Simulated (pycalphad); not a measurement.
## Solubility of Si in α-Mn Mn

CALPHAD calculation (pycalphad, COST 507 light-alloy database (1999)), 1 atm. These are 1990s assessments: newer ones move some temperatures and phases. Diffusion is slow at the low end, where real alloys seldom reach equilibrium.

Each column gives the Si content (at.%) of the matrix in two-phase equilibrium with that one phase alone, all others suspended, so the columns of phases that are not stable there are metastable solubilities; "dissolved" means that the alloy named is a single phase.

```json
[
 {"T (°C)": "227", "against MN6SI": "4.4", "against MN9SI2": "5.3", "against MN3SI": "7.4", "stable phases of Mn-9Si (at.%)": "α-Mn + MN6SI"},
 {"T (°C)": "277", "against MN6SI": "4.9", "against MN9SI2": "5.8", "against MN3SI": "7.9", "stable phases of Mn-9Si (at.%)": "α-Mn + MN6SI"},
 {"T (°C)": "337", "against MN6SI": "5.5", "against MN9SI2": "6.3", "against MN3SI": "8.3", "stable phases of Mn-9Si (at.%)": "α-Mn + MN6SI"},
 {"T (°C)": "387", "against MN6SI": "5.9", "against MN9SI2": "6.6", "against MN3SI": "8.7", "stable phases of Mn-9Si (at.%)": "α-Mn + MN6SI"},
 {"T (°C)": "447", "against MN6SI": "6.4", "against MN9SI2": "7.0", "against MN3SI": "dissolved", "stable phases of Mn-9Si (at.%)": "α-Mn + MN6SI"},
 {"T (°C)": "497", "against MN6SI": "6.8", "against MN9SI2": "7.3", "against MN3SI": "dissolved", "stable phases of Mn-9Si (at.%)": "α-Mn + MN6SI"},
 {"T (°C)": "557", "against MN6SI": "7.2", "against MN9SI2": "7.6", "against MN3SI": "dissolved", "stable phases of Mn-9Si (at.%)": "α-Mn + MN6SI"}
]
```

Database names, with the compositions (at.%) that they take in these runs: MN6SI: Mn 85 Si 15; MN9SI2: Mn 82 Si 18; MN3SI: Mn 75 Si 25.
